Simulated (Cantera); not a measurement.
A perfectly stirred reactor is fed with NH3 : N2 = 1.4 : 0.36 (molar parts), at 435 Torr; it is held at 1575 K, and followed from long to short residence time.

Cantera simulation using the gas-phase N/H chemistry of the illustrative SiF4/NH3 mechanism in the Surface Chemkin manual (1991); the numbers are that mechanism's predictions, not measurements. Walls and surfaces, which speed up NH3 decomposition in real reactors, are not modelled.

x: mole fraction; the columns are a selection and need not sum to one.

```tsv
τ (s)	x NH3	x N2H4	x NH2	x H2	x H	x N2H2
2.7	0.653	1.07e-7	6.88e-5	0.119	5.35e-6	3.88e-7
0.96	0.736	[?]	7.59e-5	[?]	[?]	[?]
0.34	0.773	1.43e-7	7.96e-5	0.0189	8.42e-7	5.41e-7
0.12	0.787	1.48e-7	8.10e-5	0.00676	3.08e-7	5.54e-7
0.041	0.793	1.46e-7	8.03e-5	0.00226	1.08e-7	5.39e-7
0.014	0.795	1.30e-7	7.59e-5	0.000707	3.88e-8	4.78e-7
0.0050	0.795	[?]	[?]	[?]	[?]	[?]
0.0018	0.795	3.65e-8	4.02e-5	4.28e-5	6.22e-9	1.30e-7
```

Question: Some entries are withheld; supply them.

Answer: 
- 0.96, x N2H4: 1.30e-7
- 0.96, x H2: 0.0499
- 0.96, x H: 2.21e-6
- 0.96, x N2H2: 4.91e-7
- 0.0050, x N2H4: 9.27e-8
- 0.0050, x NH2: 6.41e-5
- 0.0050, x H2: 0.000199
- 0.0050, x H: 1.49e-8
- 0.0050, x N2H2: 3.38e-7
